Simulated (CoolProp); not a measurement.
Vapour-liquid equilibrium of R152A (1) + R227EA (2) at 462 kPa; x and y are mole fractions of (1).

Computed with CoolProp (multi-fluid Helmholtz-energy mixture model, Outcalt 1996 and Lemmon 2016; pair parameters Bell 2016).

Give the bubble temperature and the first vapour's composition at x = 0.125, 0.575, 0.725. Is there an azeotrope?

x = 0.125: 297.9 K, y = 0.146; x = 0.575: 293.1 K, y = 0.644; x = 0.725: 291.7 K, y = 0.774. No azeotrope shows between x = 0.05 and 0.95.

Pair parameters are fitted to limited data, so mixtures are less certain than the pure fluids. The gap from Raoult's law changes sign with composition, which may be real or a fault of the pair parameters; it wasn't checked against measurements.
